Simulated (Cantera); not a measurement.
An isothermal, constant-pressure homogeneous reactor starts with CH4 : H2O : H2 = 0.59 : 0.6 : 0.8 (molar parts), at 1750 K and 1000000 Pa.

Detailed kinetics in Cantera: GRI-Mech 3.0 (53 species, 325 reactions).

Predict: x(CH4) at 300 s; x(H2O) at 300 s; x(H2) at 300 s; x(HCO) at 300 s; x(CO) at 300 s.


```
Property                                             Value
---------------  -----------------------------------------
x(CH4) at 300 s  0.000797 (gas-phase equilibrium 0.000857)
x(H2O) at 300 s    0.00373 (gas-phase equilibrium 0.00378)
x(H2) at 300 s         0.810 (gas-phase equilibrium 0.810)
x(HCO) at 300 s    8.43e-8 (gas-phase equilibrium 8.43e-8)
x(CO) at 300 s         0.185 (gas-phase equilibrium 0.185)
```
